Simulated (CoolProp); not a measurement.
The fluoroketone C6F12O (FK-5-1-12) along the isotherm 226.85 °C: density (kg/m³) from the reference equation and from simpler models built on Tc = 168.7 °C, pc = 18.69 bar, ω = 0.471; each cubic takes its own stable root.

The numbers come from the reference Helmholtz-energy equation of state, McLinden 2015 in CoolProp.

```tsv
p (bar)	phase	reference	ideal gas	Redlich-Kwong
0.296	gas	2.258	2.250	2.259
0.607	gas	4.648	4.615	4.651
1.25	gas	9.645	9.503	9.657
2.56	gas	20.07	19.46	20.13
5.26	gas	42.67	39.99	42.95
10.8	gas	94.61	82.10	96.30
22.2	supercritical	237.9	168.8	253.5
45.5	supercritical	699.7	345.9	711.7
93.5	supercritical	1011	710.8	990.2
```
